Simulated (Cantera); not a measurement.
A closed system holds: 1 mol Si, 28 mol HCl, 26 mol H₂, at 1175 K and 750 Torr.

Cantera equilibrium calculation (NASA polynomials, part measured and part estimated; ideal gas, pure solids and liquids). Candidate condensed phases: Si; 19 gas species. The tables' values for SiCl₃ are old estimates; treat these amounts as uncertain. Equilibrium is a limit: real reactors are often held back by kinetics, nucleation or transport.

Problem. What is the equilibrium state?

Solution. 
```json
{
 "x(H₂)": "0.528",
 "x(HCl)": "0.453",
 "x(SiCl₄)": "0.0183",
 "x(SiHCl₃)": "0.000502",
 "x(SiCl₃)": "8.11e-5",
 "x(SiCl₂)": "3.52e-6",
 "x(SiH₂Cl₂)": "1.77e-6",
 "gas_amount": "53.00 mol",
 "log10 activity of Si(s) (absent)": "-5.40"
}
```
